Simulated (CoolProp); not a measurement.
The numbers come from the reference Helmholtz-energy equation of state, Platzer 1990 in CoolProp. This equation is an older, rougher fit; its heat capacities, sound speeds and derivatives of the liquid may be far off and weren't checked against measurements.

**Question.** Give the vapour pressure (kPa), vapour Z, liquid viscosity (µPa s) of saturated c-C4F8 (RC318) at 304.5 K.

**Answer.** 
```json
[
 {"T (K)": "304.5", "p (kPa)": "381", "vapour Z": "0.884", "liquid viscosity (µPa s)": "330"}
]
```

Viscosity comes from a separate model (Huber 2003), an estimate that may be off by 10 % or more.
